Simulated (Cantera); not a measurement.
## Stirred combustor or abatement burner

A perfectly stirred reactor is fed with 3.02 % CH₄, 1.21 % C₂H₆, 0.154 % C₃H₈, 20.1 % O₂, 75.5 % N₂, equivalence ratio 0.55, at 1200 Torr; it is adiabatic with a 400 K inlet, and is followed from long to short residence time, starting on the burning branch (τ in s: 0.23, 0.094, 0.038, 0.016, 0.0063, 0.0026, 0.001, 0.00042, 0.00017, 6.9e-05, 2.8e-05).

Model: GRI-Mech 3.0 (53 species, 325 reactions), integrated in Cantera.

| τ (s) | T (K) | x CH₄ | x C₂H₆ | x C₃H₈ | x HCO | x C₂H |
|---|---|---|---|---|---|---|
| 0.23 | 1664 | 4.20e-6 | 4.06e-7 | 5.13e-8 | 3.61e-9 | 2.19e-10 |
| 0.094 | 1662 | 7.48e-6 | 7.52e-7 | 9.82e-8 | 9.01e-9 | 3.94e-10 |
| 0.038 | 1659 | 1.34e-5 | 1.38e-6 | 1.84e-7 | 2.31e-8 | 6.73e-10 |
| 0.016 | 1653 | 2.34e-5 | 2.45e-6 | 3.28e-7 | 5.70e-8 | 1.05e-9 |
| 0.0063 | 1643 | 4.35e-5 | 4.55e-6 | 6.06e-7 | 1.52e-7 | 1.54e-9 |
| 0.0026 | 1626 | 8.08e-5 | 8.36e-6 | 1.10e-6 | 3.85e-7 | 1.99e-9 |
| 0.0010 | 1593 | 0.000172 | 1.74e-5 | 2.22e-6 | 1.04e-6 | 2.29e-9 |
| 0.00042 | 1532 | 0.000435 | 4.28e-5 | 5.31e-6 | 2.56e-6 | 2.26e-9 |
| 0.00017 | 400 | 0.0302 | 0.0121 | 0.00154 | <1e-12 | <1e-12 |
| 6.9e-5 | 400 | 0.0302 | 0.0121 | 0.00154 | <1e-12 | <1e-12 |
| 2.8e-5 | 400 | 0.0302 | 0.0121 | 0.00154 | <1e-12 | <1e-12 |
x: mole fraction; the columns are a selection and need not sum to one.
